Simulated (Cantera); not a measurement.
Feed: 1 mol B2O3, 2.1 mol H2O, a varied amount of N2, 0.62 mol O2, at 1427 °C and 0.420 bar.

These are equilibrium values from Cantera (NASA tables, ideal gas, pure condensed phases), not measurements of a reactor. Candidate condensed phases: B, BN, B2O3, B3O3H3, H2O; 39 gas species. Equilibrium is a limit: real reactors are often held back by kinetics, nucleation or transport.

Which condensed phases are stable at each of these points (n(N2) (mol)): 0.32, 0.85, 2.3, 6, 16, 43, 110?


```tsv
n(N2) (mol)	condensed phases	B condensed (%)
0.32	B2O3(l)	77.1
0.85	B2O3(l)	75.4
2.3	B2O3(l)	71.3
6	B2O3(l)	62.9
16	B2O3(l)	47.1
43	B2O3(l)	20.1
110	gas only	0.0
```

From 0.32 mol N2 to 43 mol N2 the condensed part is B2O3(l). At 110 mol N2 nothing is condensed.
